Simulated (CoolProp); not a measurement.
Properties of water along the isobar 34000 kPa (Tc = 373.9 °C, pc = 22060 kPa, ω = 0.344).

The numbers come from the reference Helmholtz-energy equation of state, Wagner 2002 in CoolProp.

```
T (°C)   phase  Joule-Thomson coefficient (K/MPa)  expansivity (1/kK)  viscosity (µPa s)  fugacity coefficient
------  ------  ---------------------------------  ------------------  -----------------  --------------------
84.95   liquid                            -0.1904              0.6313                342              0.002075
107.25  liquid                            -0.1795              0.7318                270              0.004613
129.55  liquid                            -0.1674              0.8303                222              0.009242
151.85  liquid                            -0.1536              0.9316                189               0.01697
174.15  liquid                            -0.1373               1.040                164               0.02894
196.45  liquid                            -0.1178               1.162                145               0.04636
218.75  liquid                           -0.09393               1.303                130               0.07037
241.05  liquid                           -0.06398               1.472                118                0.1019
263.45  liquid                           -0.02528               1.685                108                0.1420
285.75  liquid                            0.02584               1.964               99.6                0.1904
308.05  liquid                            0.09653               2.351               91.6                0.2474
```

Viscosity comes from a separate model (Huber 2009).
